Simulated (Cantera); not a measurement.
A perfectly stirred reactor is fed with N2O : H2O = 1 : 0.008 (molar parts), at 0.0987 atm; it is held at 1175 K, and followed from long to short residence time.

Model: GRI-Mech 3.0 (53 species, 325 reactions), integrated in Cantera. GRI-Mech 3.0 was tuned for natural gas; its chemistry of N2O as a main component is partial and can be far from experiment. The mechanism lacks the step 2 NO + O2 → 2 NO2, which can matter for NO2 below about 1400 K. The temperature is held fixed by assumption; the heat of reaction is taken as removed at once.

Problem. Predict: x(N2O) at τ = 2.80 s; x(NO2) at τ = 2.80 s; x(O) at τ = 2.80 s; x(NO) at τ = 2.80 s; x(N2) at τ = 2.80 s; x(N2O) at τ = 69.0 ms; x(NO2) at τ = 69.0 ms; x(O) at τ = 69.0 ms; x(NO) at τ = 69.0 ms; x(N2) at τ = 69.0 ms.

Solution. 
```
Quantity                  Value
---------------------  --------
x(N2O) at τ = 2.80 s      0.852
x(NO2) at τ = 2.80 s   0.000269
x(O) at τ = 2.80 s      1.15e-6
x(NO) at τ = 2.80 s     0.00781
x(N2) at τ = 2.80 s      0.0896
x(N2O) at τ = 69.0 ms     0.988
x(NO2) at τ = 69.0 ms   3.18e-5
x(O) at τ = 69.0 ms     1.25e-6
x(NO) at τ = 69.0 ms   0.000218
x(N2) at τ = 69.0 ms    0.00259
```
